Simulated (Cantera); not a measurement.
A Cantera script and what it prints.

```python
import numpy as np
import cantera as ct

gas_names = """
    Fe FeO Fe(OH)2 H HO2 H2 H2O H2O2 H2S H2SO4 O OH O2 O3 S SH SO SO2 SO3 S2 S2O S8
""".split()
cond_names = """
    Fe(a) Fe(c) Fe(d) Fe(L) FeO(s) FeO(L) Fe(OH)2(s) Fe(OH)3(s) FeS(a) FeS(b) FeS(c) FeS(L) FeSO4(s)
    FeS2(s) Fe2O3(s) Fe2S3O12(s) Fe3O4(s) H2O(s) H2O(L) H2SO4(L) S(cr1) S(cr2) S(L)
""".split()


# ... load() reads the species with a 1 bar reference pressure and builds the phases ...
atoms = {
    'Fe': {'Fe': 1},
    'H2S': {'H': 2, 'S': 1},
    'H2': {'H': 2},
    'O2': {'O': 2},
}
top_T = {'FeSO4(s)': 950, 'FeS2(s)': 1010, 'Fe2O3(s)': 1830, 'Fe2S3O12(s)': 1100, 'Fe3O4(s)': 1870}  # K; cautious upper limits of use, not melting points


# ... equilibrate(T, P, feed) seeds the gas with the atoms and calls Mixture.equilibrate('TP', solver="vcs", rtol=1e-11, max_steps=5000) ...
results = []
feed = {'Fe': 1, 'H2S': 0.03, 'H2': 38, 'O2': 1.1}  # mol
P = 10000  # Pa
for T in [773, 823, 873, 923, 973, 1023, 1073, 1123, 1173, 1223, 1273, 1323]:
    mix = equilibrate(T, P, feed)
    results.append((T, P, feed, dict(zip(mix.species_names, mix.species_moles))))
    x = sorted(zip(gas.X, gas.species_names), reverse=True)
    print(f"T = {T:g} K  P = {P:g} Pa  gas = {mix.phase_moles(0):.4g} mol")
    print("   x: " + "  ".join(f"{s} {v:.3e}" for v, s in x if v > 0.0001))
    print("   condensed (mol): " + ("  ".join(f"{mix.phase(i).name} {mix.phase_moles(i):.4g}"
          for i in range(1, mix.n_phases) if mix.phase_moles(i) > 1e-12) or "none"))
```

Result:

```
T = 773 K  P = 10000 Pa  gas = 38.03 mol
   x: H2 9.420e-01  H2O 5.785e-02  H2S 1.025e-04
   condensed (mol): Fe(a) 0.9739  FeS(c) 0.0261
T = 823 K  P = 10000 Pa  gas = 38.03 mol
   x: H2 9.420e-01  H2O 5.785e-02  H2S 1.909e-04
   condensed (mol): Fe(a) 0.9773  FeS(c) 0.02274
T = 873 K  P = 10000 Pa  gas = 38.03 mol
   x: H2 9.418e-01  H2O 5.785e-02  H2S 3.303e-04
   condensed (mol): Fe(a) 0.9826  FeS(c) 0.01744
T = 923 K  P = 10000 Pa  gas = 38.03 mol
   x: H2 9.416e-01  H2O 5.785e-02  H2S 5.376e-04
   condensed (mol): Fe(a) 0.9904  FeS(c) 0.009554
T = 973 K  P = 10000 Pa  gas = 38.03 mol
   x: H2 9.414e-01  H2O 5.785e-02  H2S 7.888e-04
   condensed (mol): Fe(a) 1
T = 1023 K  P = 10000 Pa  gas = 38.03 mol
   x: H2 9.414e-01  H2O 5.785e-02  H2S 7.888e-04
   condensed (mol): Fe(a) 1
T = 1073 K  P = 10000 Pa  gas = 38.03 mol
   x: H2 9.414e-01  H2O 5.785e-02  H2S 7.888e-04
   condensed (mol): Fe(a) 1
T = 1123 K  P = 10000 Pa  gas = 38.03 mol
   x: H2 9.414e-01  H2O 5.785e-02  H2S 7.887e-04
   condensed (mol): Fe(a) 1
T = 1173 K  P = 10000 Pa  gas = 38.03 mol
   x: H2 9.414e-01  H2O 5.785e-02  H2S 7.885e-04
   condensed (mol): Fe(a) 1
T = 1223 K  P = 10000 Pa  gas = 38.03 mol
   x: H2 9.414e-01  H2O 5.785e-02  H2S 7.882e-04
   condensed (mol): Fe(c) 1
T = 1273 K  P = 10000 Pa  gas = 38.03 mol
   x: H2 9.414e-01  H2O 5.785e-02  H2S 7.877e-04
   condensed (mol): Fe(c) 1
T = 1323 K  P = 10000 Pa  gas = 38.03 mol
   x: H2 9.414e-01  H2O 5.785e-02  H2S 7.867e-04
   condensed (mol): Fe(c) 1
```

Cantera equilibrium calculation (NASA polynomials, part measured and part estimated; ideal gas, pure solids and liquids). FeS: taken at fixed stoichiometry.
